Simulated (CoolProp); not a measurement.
Vapour-liquid equilibrium of octamethyltrisiloxane (MDM) (1) + octamethylcyclotetrasiloxane (D4) (2) at 32.95 °C; x and y are mole fractions of (1).

Model: multi-fluid Helmholtz-energy mixture model, Thol 2017 and Thol 2015; pair parameters Bell 2016, in CoolProp.

```csv
x,"bubble pressure, mixture model (MPa)","bubble pressure, Raoult's law (MPa)","y, mixture model","y, Raoult's law"
0.05,?,0.0002676,?,0.154
0.2,0.0003671,0.0003557,?,0.464
0.35,?,0.0004439,0.650,0.651
0.5,0.0005372,0.0005321,0.770,0.776
0.65,0.0006219,0.0006202,0.860,0.866
0.8,0.0007085,0.0007084,?,0.933
0.95,0.0007966,0.0007966,0.985,0.985
```

### Question
Some entries are withheld; supply them.

### Answer

- 0.05, bubble pressure, mixture model (MPa): 0.0002729
- 0.05, y, mixture model: 0.170
- 0.2, y, mixture model: 0.476
- 0.35, bubble pressure, mixture model (MPa): 0.0004533
- 0.8, y, mixture model: 0.930

The largest gap from Raoult's law is +3.2 % in bubble pressure, at x = 0.2. No azeotrope shows between x = 0.05 and 0.95.

Pair parameters are fitted to limited data, so mixtures are less certain than the pure fluids.
